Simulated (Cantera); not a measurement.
A Cantera script and its output.

```python
import numpy as np
import cantera as ct

gas = ct.Solution("gri30.yaml")


def delay(T, t_max=10):
    gas.TPX = T, 280000, {'CH4': 1, 'CO': 0.061, 'O2': 3.08, 'N2': 11.6, 'H2O': 2.7}
    reactor = ct.IdealGasConstPressureReactor(gas, clone=False)
    net = ct.ReactorNet([reactor])
    net.rtol, net.atol = 1e-8, 1e-16
    while net.time < t_max:
        t_old, T_old = net.time, reactor.T
        net.step()
        if reactor.T > T + 400:  # ignition: a rise of 400 K
            return t_old + (T + 400 - T_old) / (reactor.T - T_old) * (net.time - t_old)
    return np.nan


taus = []
for T in [1198, 1248, 1298, 1348, 1398, 1448, 1498]:
    taus.append(delay(T))
    print(f"T0 = {T:6g} K   tau = {taus[-1]:.4e} s")
```

It prints:

```
T0 =   1198 K   tau = 1.8534e-02 s
T0 =   1248 K   tau = 9.9465e-03 s
T0 =   1298 K   tau = 5.4812e-03 s
T0 =   1348 K   tau = 3.0855e-03 s
T0 =   1398 K   tau = 1.7684e-03 s
T0 =   1448 K   tau = 1.0309e-03 s
T0 =   1498 K   tau = 6.1201e-04 s
```

Detailed kinetics in Cantera: GRI-Mech 3.0 (53 species, 325 reactions).
